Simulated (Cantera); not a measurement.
A perfectly stirred reactor is fed with CH4 : C2H6 : O2 : N2 : H2O = 1 : 0.24 : 6.04 : 34 : 0.92 (molar parts), at 101000 Pa; it is adiabatic with a 625 K inlet, and is followed from long to short residence time, starting on the burning branch (τ in s: 0.048, 0.018, 0.0065, 0.0024, 0.0009, 0.00033, 0.00012, 4.6e-05, 1.7e-05).

Cantera simulation using GRI-Mech 3.0 (53 species, 325 reactions); the numbers are that mechanism's predictions, not measurements.

Question: Predict: blow-out, bracketed by the residence times tried; x(CH4) at τ = 48.0 ms; x(C2H6) at τ = 48.0 ms; x(O2) at τ = 48.0 ms; x(C2H2) at τ = 48.0 ms; x(OH) at τ = 48.0 ms; x(CH4) at τ = 0.900 ms; x(C2H6) at τ = 0.900 ms; x(O2) at τ = 0.900 ms.

Answer: 
```
Item                                                                            Value
------------------------------------------------  -----------------------------------
blow-out, bracketed by the residence times tried  burning at 2.40 ms, out at 0.900 ms
x(CH4) at τ = 48.0 ms                                                         4.05e-5
x(C2H6) at τ = 48.0 ms                                                        2.56e-6
x(O2) at τ = 48.0 ms                                                           0.0759
x(C2H2) at τ = 48.0 ms                                                        6.84e-7
x(OH) at τ = 48.0 ms                                                         0.000349
x(CH4) at τ = 0.900 ms                                                         0.0237
x(C2H6) at τ = 0.900 ms                                                       0.00569
x(O2) at τ = 0.900 ms                                                           0.143
```
